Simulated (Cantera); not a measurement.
Cantera run, input and output.

```python
import numpy as np
import cantera as ct

gas = ct.Solution("gri30.yaml")
gas.TPX = 1550, 190000, {'CH4': 1, 'CO2': 1.5}
inlet = ct.Reservoir(gas, clone=True)

reactor = ct.IdealGasConstPressureReactor(gas, energy="off", clone=False)
exhaust = ct.Reservoir(gas, clone=True)
tau = [1.4, 0.63, 0.28, 0.12, 0.055, 0.025, 0.011, 0.0049, 0.0022, 0.00096, 0.00043][0]
for a, b in ((inlet, reactor), (reactor, exhaust)):
    ct.MassFlowController(a, b, mdot=lambda t: reactor.mass / tau)
net = ct.ReactorNet([reactor])
show = ['CH4', 'CO2', 'CH3', 'H2O', 'C2H4', 'CH2']

rows = []
print(f"{'tau/s':>10s}{'T/K':>9s}" + "".join(f"{s:>11s}" for s in show))
for tau in [1.4, 0.63, 0.28, 0.12, 0.055, 0.025, 0.011, 0.0049, 0.0022, 0.00096, 0.00043]:
    net.initial_time = 0.0
    net.advance(30 * tau)
    before = gas.X
    net.advance(40 * tau)
    drift = np.max(np.abs(gas.X - before) / (gas.X + 1e-9))
    rows.append([gas.T, *gas[show].X, drift])
    print(f"{tau:10.3e}{gas.T:9.1f}" + "".join(f"{x:11.3e}" for x in gas[show].X))
```

Result:

```
     tau/s      T/K        CH4        CO2        CH3        H2O       C2H4        CH2
 1.400e+00   1550.0  6.776e-02  1.785e-01  6.597e-05  1.933e-01  4.435e-03  8.538e-09
 6.300e-01   1550.0  9.559e-02  2.351e-01  9.205e-05  1.899e-01  4.472e-03  1.065e-08
 2.800e-01   1550.0  1.420e-01  3.153e-01  1.283e-04  1.579e-01  4.503e-03  1.051e-08
 1.200e-01   1550.0  2.100e-01  4.177e-01  1.726e-04  9.799e-02  4.708e-03  8.462e-09
 5.500e-02   1550.0  2.744e-01  5.005e-01  2.141e-04  4.677e-02  5.024e-03  7.292e-09
 2.500e-02   1550.0  3.255e-01  5.534e-01  2.539e-04  1.719e-02  5.317e-03  7.421e-09
 1.100e-02   1550.0  3.610e-01  5.814e-01  2.875e-04  4.844e-03  4.945e-03  8.098e-09
 4.900e-03   1550.0  3.817e-01  5.936e-01  2.995e-04  1.135e-03  3.408e-03  8.150e-09
 2.200e-03   1550.0  3.924e-01  5.981e-01  2.785e-04  2.362e-04  1.560e-03  6.829e-09
 9.600e-04   1550.0  3.971e-01  5.995e-01  2.305e-04  4.971e-05  4.654e-04  4.643e-09
 4.300e-04   1550.0  3.989e-01  5.998e-01  1.814e-04  1.393e-05  1.179e-04  2.887e-09
```

Computed with Cantera and GRI-Mech 3.0 (53 species, 325 reactions).
